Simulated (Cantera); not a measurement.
Source: NASA polynomial tables (part measured, part estimated), evaluated in Cantera. Values are per mole of reaction as written; species without (g) are pure solids or liquids, kept so even where they would boil at 1 bar.

Task: Between 423 and 573 K, where is each reaction favourable under standard conditions?
- 2 NiS2 = 2 NiS + S2(g)
- 2 S + Ni3S4 = 3 NiS2

Result: 
- 2 NiS2 = 2 NiS + S2(g): ΔG° is 135 kJ at 423 K and 107 kJ at 573 K; it stays positive (K < 1). ΔH° is 213 kJ and ΔS° 184 J/K at 573 K.
- 2 S + Ni3S4 = 3 NiS2: ΔG° is -78 kJ at 423 K and -69 kJ at 573 K; it stays negative (K > 1). ΔH° is -106 kJ and ΔS° -64 J/K at 573 K.
